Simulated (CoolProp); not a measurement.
c-C4F8 (RC318) along the isobar 164 bar: fugacity coefficient from the reference equation and from simpler models built on Tc = 388.4 K, pc = 27.78 bar, ω = 0.355; each cubic takes its own stable root.

Model: reference Helmholtz-energy equation of state, Platzer 1990, in CoolProp. This equation is an older, rougher fit; its heat capacities, sound speeds and derivatives of the liquid may be far off and weren't checked against measurements.

| T (K) | phase | reference |
|---|---|---|
| 287.6 | liquid | 0.02931 |
| 305.7 | liquid | 0.04941 |
| 323.7 | liquid | 0.07665 |
| 341.8 | liquid | 0.1116 |
| 359.8 | liquid | 0.1534 |
| 377.9 | liquid | 0.2018 |
| 396 | supercritical | 0.2553 |
| 414 | supercritical | 0.3120 |
| 432.1 | supercritical | 0.3711 |
| 450.1 | supercritical | 0.4304 |
| 468.2 | supercritical | 0.4893 |

Task: How far does each simpler model (van der Waals, Soave-Redlich-Kwong) lie from the reference over these 11 states: mean and median of the absolute difference, and the worst?

Result: 
- van der Waals: mean 92.5 %, median 45.8 %, worst +356.8 % at 287.6 K and 164 bar
- Soave-Redlich-Kwong: mean 6.2 %, median 6.3 %, worst +7.8 % at 468.2 K and 164 bar
